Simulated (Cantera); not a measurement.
A Cantera script and what it prints.

```python
import numpy as np
import cantera as ct

gas_names = """
    H HO2 H2 H2O H2O2 Nb NbO NbO2 O OH O2 O3
""".split()
cond_names = """
    H2O(s) H2O(L) Nb(cr) Nb(L) NbO(s) NbO(L) NbO2(I) NbO2(II) NbO2(III) NbO2(L) Nb2O5(s) Nb2O5(L)
""".split()


# ... load() reads the species with a 1 bar reference pressure and builds the phases ...
atoms = {
    'Nb2O5': {'Nb': 2, 'O': 5},
    'H2': {'H': 2},
    'H2O': {'H': 2, 'O': 1},
}
top_T = {}  # K; cautious upper limits of use, not melting points


# ... equilibrate(T, P, feed) seeds the gas with the atoms and calls Mixture.equilibrate('TP', solver="vcs", rtol=1e-11, max_steps=5000) ...
results = []
feed = {'Nb2O5': 1, 'H2': 0.76, 'H2O': 0.082}  # mol
P = 101325  # Pa
for T in [923, 998, 1073, 1148, 1223, 1298, 1373, 1448, 1523, 1598, 1673]:
    mix = equilibrate(T, P, feed)
    results.append((T, P, feed, dict(zip(mix.species_names, mix.species_moles))))

top = {s: max(r[3][s] / sum(r[3][g] for g in gas_names) for r in results) for s in gas_names}
cols = sorted((s for s in top if top[s] > 0.0001), key=lambda s: -top[s])[:7]
seen = [c for c in cond_names if any(r[3].get(c, 0) > 1e-12 for r in results)]
print("log10 of partial pressures in bar; condensed amounts in mol")
print(f"{'T/K':>10s}" + "".join(f"{s[:9]:>10s}" for s in cols + seen))
for T, P, feed, n in results:
    ng = sum(n[g] for g in gas_names)
    print(f"{T:10.4g}" + "".join(f"{np.log10(max(n[s] / ng * P / 1e5, 1e-99)):10.3f}" for s in cols)
          + "".join(f"{n.get(c, 0):10.4g}" for c in seen))
```

It prints:

```
log10 of partial pressures in bar; condensed amounts in mol
       T/K        H2       H2O         H NbO2(III)  Nb2O5(s)
       923    -0.039    -1.006    -9.631         0         1
       998    -0.039    -1.006    -8.687         0         1
      1073    -0.039    -1.006    -7.873         0         1
      1148    -0.039    -1.006    -7.164         0         1
      1223    -0.039    -1.006    -6.541         0         1
      1298    -0.039    -1.006    -5.989         0         1
      1373    -0.039    -1.006    -5.497         0         1
      1448    -0.039    -1.006    -5.055         0         1
      1523    -0.039    -1.006    -4.656         0         1
      1598    -0.050    -0.917    -4.299   0.03727    0.9814
      1673    -0.064    -0.823    -3.976   0.08573    0.9571
```

These are equilibrium values from Cantera (NASA tables, ideal gas, pure condensed phases), not measurements of a reactor. Mutual solubility and eutectic melting of coexisting phases are not modelled. Condensed phases not in the tables: the oxides between NbO2 and Nb2O5.
